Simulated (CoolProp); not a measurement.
Model: reference Helmholtz-energy equation of state, Thol 2015, in CoolProp.

For 1,2-dichloroethane, give the phase and the density (kg/m³), cp (kJ/(kg K)), cv (kJ/(kg K)), isothermal compressibility (1/MPa) at 35.65 °C and 6710 kPa; 131.25 °C and 6710 kPa.


- 35.65 °C and 6710 kPa: liquid; density 1240, cp 1.30, cv 0.908, isothermal compressibility 0.000826
- 131.25 °C and 6710 kPa: liquid; density 1090, cp 1.41, cv 0.956, isothermal compressibility 0.00195
